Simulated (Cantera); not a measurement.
# MgO + CH4 + CO (carbothermic reduction)

A closed system holds: 1 mol MgO, a varied amount of CH4, 0.16 mol CO, held at 0.380 bar.

Method: chemical equilibrium by Gibbs-energy minimisation in Cantera with the NASA 1993 tables (ideal gas, pure condensed phases). Candidate condensed phases: C, C6H6, C7H8, C8H18, H2O, Mg, MgCO3, MgO, Mg(OH)2; 116 gas species. Kinetics and transport are ignored.

Stable condensed phases:

```
T in K \ n(CH4) in mol
         0.58 0.67 0.77 0.89    1  1.2  1.4  1.6  1.8  2.1  2.4  2.8  3.2
   2148     A    A    A    A    B    C    C    C    C    C    C    C    C
   2098     A    A    A    A    B    C    C    C    C    C    C    C    C
   2048     A    A    A    A    B    C    C    C    C    C    C    C    C
   1998     A    A    A    A    B    C    C    C    C    C    C    C    C
   1948     A    A    A    A    B    C    C    C    C    C    C    C    C
   1898     A    A    A    A    A    C    C    C    C    C    C    C    C
   1848     D    D    D    D    D    D    D    C    C    C    C    C    C
   1798     D    D    D    D    D    D    D    D    D    D    D    D    D
   1748     D    D    D    D    D    D    D    D    D    D    D    D    D
```

A: MgO; B: gas only; C: C; D: C + MgO.
